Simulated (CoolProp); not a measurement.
A single-stage vapour-compression cycle with the fluid: evaporating at 274.15 K (dew point), condensing at 333.15 K (bubble point), superheat 2 K, subcooling 0 K, compressor efficiency 0.9, no pressure losses. The same conditions are run with several fluids, on thermodynamics alone (safety and materials aside).

The numbers come from the reference Helmholtz-energy equation of state of each fluid (cis-2-butene: Lemmon 2005; sulfur dioxide: Gao 2016; chloromethane (R40): Thol 2014; R1132(E): Akasaka 2024; R22: Kamei 1995; n-pentane: Thol 2019) in CoolProp.

| fluid | cooling COP | pressure ratio | discharge temperature (K) | refrigerating effect (kJ/kg) | volumetric capacity (kJ/m³) |
|---|---|---|---|---|---|
| cis-2-butene | [?] | [?] | 344.3 | [?] | 660 |
| sulfur dioxide | 3.33 | [?] | 421.7 | 298 | 1400 |
| chloromethane (R40) | 3.31 | 5.31 | 395.4 | 306 | 1930 |
| R1132(E) | 2.49 | [?] | 360.6 | [?] | 3650 |
| R22 | 2.93 | 4.72 | 364.5 | 129 | 2800 |
| n-pentane | [?] | 8.39 | 333.2 | 249 | 203 |

Task: Some entries are withheld; supply them.

Result: 
- cis-2-butene, cooling COP: 3.29
- cis-2-butene, pressure ratio: 6.35
- cis-2-butene, refrigerating effect (kJ/kg): 285
- sulfur dioxide, pressure ratio: 6.80
- R1132(E), pressure ratio: 4.45
- R1132(E), refrigerating effect (kJ/kg): 133
- n-pentane, cooling COP: 3.20

The compression ends wet for: n-pentane.
